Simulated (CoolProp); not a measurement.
The fluid at 256.74 K and 0.363 MPa is throttled through a valve to 0.0352 MPa with no heat exchange. The same conditions are run with several fluids, on thermodynamics alone (safety and materials aside).

The numbers come from the reference Helmholtz-energy equation of state of each fluid (CH2F2 (R32): Tillner-Roth 1997; carbon monoxide: Lemmon 2006; R13: Platzer 1990; carbon dioxide: Span 1996; dry air: Lemmon 2000) in CoolProp. The equations of Platzer and Polt are older, rougher fits. Blends and air are pseudo-pure fits.

### Question
Rank CH2F2 (R32), carbon monoxide, R13, carbon dioxide, dry air by temperature change (K), highest first.

### Answer
dry air (-1.0), carbon monoxide (-1.1), carbon dioxide (-5.5), R13 (-5.9), CH2F2 (R32) (-16.1)

```
fluid            final density (kg/m³)
---------------  ---------------------
CH2F2 (R32)                      0.924
carbon monoxide                  0.464
R13                               1.77
carbon dioxide                   0.744
dry air                          0.480
```
